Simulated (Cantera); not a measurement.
A closed system holds: 1 mol Cr, 0.54 mol N2, 27 mol H2, held at 2398.15 K.

Equilibrium computed with Cantera from the NASA thermochemical tables; the gas is ideal and each condensed phase is pure. Candidate condensed phases: Cr, CrN, Cr2N; 11 gas species. The numbers say what is thermodynamically allowed, not how fast it happens.

Q: At 22.0 Pa, list the 4 most abundant gas species with their mole fractions, and the condensed phases.

A: H 0.621, H2 0.342, Cr 0.0242, N2 0.0130. Condensed: gas only.
